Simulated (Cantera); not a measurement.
What does this Cantera script print?

```python
import numpy as np
import cantera as ct

gas_names = [...]  # 109 gases of nasa_gas.yaml made of C, Cl, H, Si
cond_names = """
    C(gr) C6H6(L) C7H8(L) C8H18(L),n-octa Si(cr) Si(L) SiC(b)
""".split()


# ... load() reads the species with a 1 bar reference pressure and builds the phases ...
atoms = {
    'SiH2Cl2': {'Si': 1, 'H': 2, 'CL': 2},
    'C2H4': {'C': 2, 'H': 4},
    'H2': {'H': 2},
}
top_T = {'C(gr)': 4500, 'SiC(b)': 3050}  # K; cautious upper limits of use, not melting points


# ... equilibrate(T, P, feed) seeds the gas with the atoms and calls Mixture.equilibrate('TP', solver="vcs", rtol=1e-11, max_steps=5000) ...
results = []
feed = {'SiH2Cl2': 1, 'C2H4': 1.2, 'H2': 3.6}  # mol
P = 13332.2  # Pa
for T in [1973, 2073, 2173, 2273, 2373, 2473, 2573]:
    mix = equilibrate(T, P, feed)
    results.append((T, P, feed, dict(zip(mix.species_names, mix.species_moles))))

top = {s: max(r[3][s] / sum(r[3][g] for g in gas_names) for r in results) for s in gas_names}
cols = sorted((s for s in top if top[s] > 0.0001), key=lambda s: -top[s])[:9]
seen = [c for c in cond_names if any(r[3].get(c, 0) > 1e-12 for r in results)]
print("log10 of partial pressures in bar; condensed amounts in mol")
print(f"{'T/K':>10s}" + "".join(f"{s[:9]:>10s}" for s in cols + seen))
for T, P, feed, n in results:
    ng = sum(n[g] for g in gas_names)
    print(f"{T:10.4g}" + "".join(f"{np.log10(max(n[s] / ng * P / 1e5, 1e-99)):10.3f}" for s in cols)
          + "".join(f"{n.get(c, 0):10.4g}" for c in seen))
```

Output:

```
log10 of partial pressures in bar; condensed amounts in mol
       T/K        H2       HCL         H     SiCL2        Si        CL C2H2,acet      SiC2      SiCL     C(gr)    SiC(b)
      1973    -0.997    -1.512    -3.368    -2.939    -5.806    -4.010    -4.190    -7.244    -5.289     1.463    0.9285
      2073    -0.997    -1.521    -3.079    -2.850    -5.149    -3.735    -3.909    -6.390    -4.846     1.473    0.9119
      2173    -0.999    -1.533    -2.816    -2.775    -4.554    -3.487    -3.656    -5.616    -4.448      1.48    0.8927
      2273    -1.003    -1.548    -2.577    -2.713    -4.012    -3.263    -3.427    -4.913    -4.088     1.484    0.8676
      2373    -1.011    -1.566    -2.360    -2.664    -3.516    -3.062    -3.222    -4.270    -3.763      1.49    0.8269
      2473    -1.024    -1.592    -2.164    -2.631    -3.061    -2.881    -3.040    -3.681    -3.470     1.507     0.743
      2573    -1.047    -1.629    -1.988    -2.616    -2.641    -2.723    -2.884    -3.139    -3.209     1.565    0.5412
```

Equilibrium computed with Cantera from the NASA thermochemical tables; the gas is ideal and each condensed phase is pure. The tables' values for SiCl, SiCl3 are old estimates; treat these amounts as uncertain. Gases not in the tables: Si2H6 and higher silanes.
